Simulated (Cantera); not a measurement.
Equilibrium for carbothermic reduction: Fe2O3 + CH4 + N2

Charge: 1 mol Fe2O3, a varied amount of CH4, 2.1 mol N2, at 1698 K and 10.0 mbar.

Cantera equilibrium calculation (NASA polynomials, part measured and part estimated; ideal gas, pure solids and liquids). Candidate condensed phases: C, C6H6, C7H8, C8H18, Fe, Fe(CO)5, FeO, Fe(OH)2, Fe(OH)3, Fe2O3, Fe3O4, H2O; 140 gas species. Mutual solubility and eutectic melting of coexisting phases are not modelled. The tables' stoichiometric FeO is somewhat more stable than real wüstite, so its field is too wide. FeO: taken at fixed stoichiometry. Equilibrium is a limit: real reactors are often held back by kinetics, nucleation or transport.

From 0.4 mol CH4 to 0.56 mol CH4 the condensed part is FeO(l). From 0.73 mol CH4 to 1.7 mol CH4 the condensed part is Fe(δ) + FeO(l). From 1.9 mol CH4 to 2.2 mol CH4 the condensed part is Fe(δ). The main Fe-bearing gas is Fe throughout.

| n(CH4) (mol) | x N2 | x H2 | x CO | x H2O | x CO2 | x H | x Fe | n FeO(l) | n Fe(δ) |
|---|---|---|---|---|---|---|---|---|---|
| 0.4 | 0.636 | 0.0971 | 0.0843 | 0.145 | 0.0369 | 0.000451 | 0.000191 | 2.00 | 0 |
| 0.56 | 0.555 | 0.198 | 0.129 | 0.0980 | 0.0188 | 0.000643 | 0.000576 | 2.00 | 0 |
| 0.73 | 0.489 | 0.231 | 0.149 | 0.108 | 0.0206 | 0.000695 | 0.000609 | 1.72 | 0.282 |
| 0.89 | 0.440 | 0.253 | 0.164 | 0.119 | 0.0226 | 0.000728 | 0.000609 | 1.43 | 0.563 |
| 1.1 | 0.388 | 0.277 | 0.179 | 0.130 | 0.0246 | 0.000761 | 0.000609 | 1.06 | 0.932 |
| 1.2 | 0.368 | 0.286 | 0.185 | 0.134 | 0.0254 | 0.000773 | 0.000609 | 0.889 | 1.11 |
| 1.4 | 0.333 | 0.302 | 0.195 | 0.142 | 0.0269 | 0.000795 | 0.000609 | 0.537 | 1.46 |
| 1.5 | 0.318 | 0.309 | 0.200 | 0.145 | 0.0275 | 0.000804 | 0.000609 | 0.361 | 1.63 |
| 1.7 | 0.291 | 0.321 | 0.207 | 0.151 | 0.0285 | 0.000819 | 0.000609 | 0.00905 | 1.99 |
| 1.9 | 0.269 | 0.367 | 0.222 | 0.120 | 0.0212 | 0.000876 | 0.000609 | 0 | 2.00 |
| 2 | 0.259 | 0.388 | 0.228 | 0.105 | 0.0182 | 0.000900 | 0.000609 | 0 | 2.00 |
| 2.2 | 0.241 | 0.426 | 0.240 | 0.0788 | 0.0130 | 0.000944 | 0.000609 | 0 | 1.99 |
x: gas mole fraction; n: condensed amount in mol.
